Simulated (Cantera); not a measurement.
Input (Python, Cantera) and output of one run.

```python
import numpy as np
import cantera as ct

gas_names = """
    Cs CsO CsOH Cs2 Cs2O Cs2O2H2 H HO2 H2 H2O H2O2 O OH O2 O3
""".split()
cond_names = """
    Cs(cr) Cs(L) CsOH(a) CsOH(b) CsOH(c) CsOH(L) H2O(s) H2O(L)
""".split()


# ... load() reads the species with a 1 bar reference pressure and builds the phases ...
atoms = {
    'CsOH': {'Cs': 1, 'O': 1, 'H': 1},
    'H2': {'H': 2},
}
top_T = {}  # K; cautious upper limits of use, not melting points


# ... equilibrate(T, P, feed) seeds the gas with the atoms and calls Mixture.equilibrate('TP', solver="vcs", rtol=1e-11, max_steps=5000) ...
results = []
feed = {'CsOH': 1, 'H2': 0.55}  # mol
T = 2050  # K
for P in [10, 52, 270, 1400, 7200, 37000, 190000, 1000000]:
    mix = equilibrate(T, P, feed)
    results.append((T, P, feed, dict(zip(mix.species_names, mix.species_moles))))

top = {s: max(r[3][s] / sum(r[3][g] for g in gas_names) for r in results) for s in gas_names}
cols = sorted((s for s in top if top[s] > 0.0001), key=lambda s: -top[s])[:7]
seen = [c for c in cond_names if any(r[3].get(c, 0) > 1e-12 for r in results)]
print("log10 of partial pressures in bar; condensed amounts in mol")
print(f"{'P/Pa':>10s}" + "".join(f"{s[:9]:>10s}" for s in cols + seen))
for T, P, feed, n in results:
    ng = sum(n[g] for g in gas_names)
    print(f"{P:10.4g}" + "".join(f"{np.log10(max(n[s] / ng * P / 1e5, 1e-99)):10.3f}" for s in cols)
          + "".join(f"{n.get(c, 0):10.4g}" for c in seen))
```

Result:

```
log10 of partial pressures in bar; condensed amounts in mol
      P/Pa      CsOH        Cs       H2O        H2         H        OH        O2
        10    -5.692    -4.368    -4.481    -5.076    -5.182    -5.549    -5.569
        52    -4.517    -3.654    -3.696    -4.428    -4.858    -5.088    -5.296
       270    -3.510    -2.971    -2.982    -3.649    -4.469    -4.764    -5.427
      1400    -2.603    -2.309    -2.312    -2.798    -4.043    -4.519    -5.788
      7200    -1.742    -1.670    -1.672    -1.961    -3.625    -4.297    -6.180
   3.7e+04    -0.915    -1.054    -1.054    -1.148    -3.218    -4.086    -6.571
   1.9e+05    -0.117    -0.458    -0.458    -0.359    -2.824    -3.884    -6.956
     1e+06     0.668     0.128     0.131     0.420    -2.434    -3.685    -7.338
```

Cantera equilibrium calculation (NASA polynomials, part measured and part estimated; ideal gas, pure solids and liquids).
